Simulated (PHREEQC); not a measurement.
Dissolve 0.0016 mol/kgw HBr, 0.088 mol/kgw NiCl2 and 0.00026 mol/kgw KCl at 36 °C. Closed to the air; pH follows from the charge balance.

Model: ion-association model, wateq4f.dat, run in PHREEQC.

No solid was allowed to form.

Task: Order these Cl species by the share of Cl that they hold, largest first: NiCl2, NiCl+, Cl-.

Result: Cl- (92 %), NiCl+ (4.9 %), NiCl2 (2.8 %)

The pH is 2.90 and the ionic strength 0.241 mol/kgw. At this temperature some constants are extrapolated from 25 °C, and those without enthalpy data are left unchanged.
